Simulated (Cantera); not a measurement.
Cantera run, input and output.

```python
import numpy as np
import cantera as ct

gas = ct.Solution("gri30.yaml")


def delay(T, t_max=10):
    gas.TPX = T, 1000000, {'CO': 1, 'H2': 0.33, 'CH4': 0.058, 'O2': 1.9, 'N2': 7.16, 'H2O': 0.61}
    reactor = ct.IdealGasConstPressureReactor(gas, clone=False)
    net = ct.ReactorNet([reactor])
    net.rtol, net.atol = 1e-8, 1e-16
    while net.time < t_max:
        t_old, T_old = net.time, reactor.T
        net.step()
        if reactor.T > T + 400:  # ignition: a rise of 400 K
            return t_old + (T + 400 - T_old) / (reactor.T - T_old) * (net.time - t_old)
    return np.nan


taus = []
for T in [1275, 1375, 1475, 1575, 1675, 1775, 1875]:
    taus.append(delay(T))
    print(f"T0 = {T:6g} K   tau = {taus[-1]:.4e} s")
```

It prints:

```
T0 =   1275 K   tau = 5.5704e-05 s
T0 =   1375 K   tau = 1.6298e-05 s
T0 =   1475 K   tau = 8.0126e-06 s
T0 =   1575 K   tau = 5.2911e-06 s
T0 =   1675 K   tau = 4.0615e-06 s
T0 =   1775 K   tau = 3.4040e-06 s
T0 =   1875 K   tau = 3.0260e-06 s
```

Computed with Cantera and GRI-Mech 3.0 (53 species, 325 reactions). Where the delays flatten at high temperature, the 400 K rule measures the pace of heat release, not the induction time.
